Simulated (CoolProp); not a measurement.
Vapour-liquid equilibrium of R13 (1) + isobutane (2) at -27.35 °C; x and y are mole fractions of (1).

The numbers come from the multi-fluid Helmholtz-energy mixture model, Platzer 1990 and Bücker 2006; pair parameters Bell 2016 in CoolProp. This equation is an older, rougher fit; its heat capacities, sound speeds and derivatives of the liquid may be far off and weren't checked against measurements.

| x | bubble pressure, mixture model (bar) | bubble pressure, Raoult's law (bar) | y, mixture model | y, Raoult's law |
|---|---|---|---|---|
| 0.05 | 1.234 | 0.9570 | 0.581 | 0.478 |
| 0.15 | 2.468 | 1.819 | 0.800 | 0.754 |
| 0.25 | 3.495 | 2.681 | 0.867 | 0.853 |
| 0.35 | … | 3.542 | 0.900 | 0.903 |
| 0.45 | 5.113 | 4.404 | 0.921 | 0.934 |
| 0.55 | … | 5.266 | … | 0.955 |
| 0.65 | 6.453 | 6.128 | 0.950 | 0.970 |
| 0.75 | … | 6.990 | 0.963 | 0.981 |
| 0.85 | 7.854 | 7.851 | … | 0.990 |
| 0.95 | 8.680 | 8.713 | 0.991 | 0.997 |

Question: Fill in the missing entries.

Answer: 
- 0.35, bubble pressure, mixture model (bar): 4.362
- 0.55, bubble pressure, mixture model (bar): 5.796
- 0.55, y, mixture model: 0.937
- 0.75, bubble pressure, mixture model (bar): 7.125
- 0.85, y, mixture model: 0.976

The largest gap from Raoult's law is +35.7 % in bubble pressure, at x = 0.15. No azeotrope shows between x = 0.05 and 0.95.

The pair parameters rest on a limited set of measurements; away from them the model extrapolates.
